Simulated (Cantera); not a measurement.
Input: 1 mol CH4, 0.18 mol NH3, held at 34.0 bar.

Equilibrium computed with Cantera from the NASA thermochemical tables; the gas is ideal and each condensed phase is pure. Candidate condensed phases: C, C6H6, C7H8, C8H18; 110 gas species. Ions and electrons are included (thermal ionisation). The ideal-gas law is rough above about 30 bar. Kinetics and transport are ignored.

Q: Which condensed phases are stable at each of these points (T (K)): 3000, 3500, 4000, 4500, 5000?

A: 
| T (K) | condensed phases | C condensed (%) |
|---|---|---|
| 3000 | C(graphite) | 64.1 |
| 3500 | gas only | 0.0 |
| 4000 | gas only | 0.0 |
| 4500 | gas only | 0.0 |
| 5000 | gas only | 0.0 |

At 3000 K the condensed part is C(graphite). From 3500 K to 5000 K nothing is condensed.
